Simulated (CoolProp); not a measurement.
Vapour-liquid equilibrium of benzene (1) + n-heptane (2) at 481.9 K; x and y are mole fractions of (1).

Computed with CoolProp (multi-fluid Helmholtz-energy mixture model, Thol 2012 and Span 2003; pair parameters Bell 2016).

```csv
x,"bubble pressure, mixture model (bar)","bubble pressure, Raoult's law (bar)","y, mixture model","y, Raoult's law"
0.05,…,11.62,0.069,0.071
0.125,12.26,12.01,…,0.172
0.2,12.79,12.39,…,0.266
0.275,13.30,12.78,…,0.355
0.35,13.80,13.17,0.423,0.439
0.425,14.26,13.55,0.498,0.518
0.5,14.69,13.94,0.568,0.592
0.575,15.09,14.32,…,0.663
0.65,15.44,14.71,0.699,0.730
0.725,15.76,15.09,0.762,0.793
0.8,16.03,15.48,0.825,0.853
0.875,16.25,15.87,…,0.910
0.95,…,16.25,0.954,0.965
```

Task: Complete the blanks.

Result: 
- 0.05, bubble pressure, mixture model (bar): 11.72
- 0.125, y, mixture model: 0.167
- 0.2, y, mixture model: 0.258
- 0.275, y, mixture model: 0.344
- 0.575, y, mixture model: 0.635
- 0.875, y, mixture model: 0.888
- 0.95, bubble pressure, mixture model (bar): 16.43

The largest gap from Raoult's law is +5.4 % in bubble pressure, at x = 0.5. No azeotrope shows between x = 0.05 and 0.95.

Pair parameters are fitted to limited data, so mixtures are less certain than the pure fluids.
